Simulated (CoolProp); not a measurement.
Acetone at several states: fugacity coefficient from the reference equation and from simpler models built on Tc = 508.1 K, pc = 4.692 MPa, ω = 0.307; each cubic takes its own stable root.

Values from CoolProp's reference Helmholtz-energy equation of state, Lemmon 2006. It is a short technical equation, of lower accuracy than the large ones.

```tsv
T (K)	p (MPa)	phase	reference
342	0.717	liquid	0.2044
198.2	1.94	liquid	1.560e-5
472.7	0.261	gas	0.9717
546.1	0.0791	gas	0.9948
411.2	0.0283	gas	0.9948
```

Task: How far does each simpler model (Soave-Redlich-Kwong, Peng-Robinson) lie from the reference over these 5 states: mean and median of the absolute difference, and the worst?

Result: 
- Soave-Redlich-Kwong: mean 3.6 %, median 0.4 %, worst -15.4 % at 198.2 K and 1.94 MPa
- Peng-Robinson: mean 1.3 %, median 0.2 %, worst +4.2 % at 198.2 K and 1.94 MPa
